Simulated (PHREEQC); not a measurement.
Dissolve 0.0047 mol/kgw CuSO4 and 0.00011 mol/kgw HCl at 25 °C. Closed to the air; pH follows from the charge balance.

Equilibrium calculation in PHREEQC: ion-association model, phreeqc.dat.

Each row changes one thing in this solution. Precipitation was switched off in this run.

| case | pH | ionic strength (mol/kgw) | Cu+2 (mol/kgw) | SO4-2 (mol/kgw) | CuSO4 (mol/kgw) | HSO4- (mol/kgw) |
|---|---|---|---|---|---|---|
| as made | 4.09 | 0.0146 | 0.00364 | 0.00362 | 0.00105 | 2.01e-5 |
| 0.0011 mol/kgw HNO3 added | 3.05 | 0.0156 | 0.00369 | 0.00348 | 0.00100 | 0.000211 |
| diluted 5-fold with water | 4.70 | 0.00342 | 0.000850 | 0.000849 | 8.95e-5 | 1.37e-6 |
| CuSO4 from 0.0047 to 0.00047 mol/kgw | 3.99 | 0.00187 | 0.000443 | 0.000439 | 2.72e-5 | 3.76e-6 |
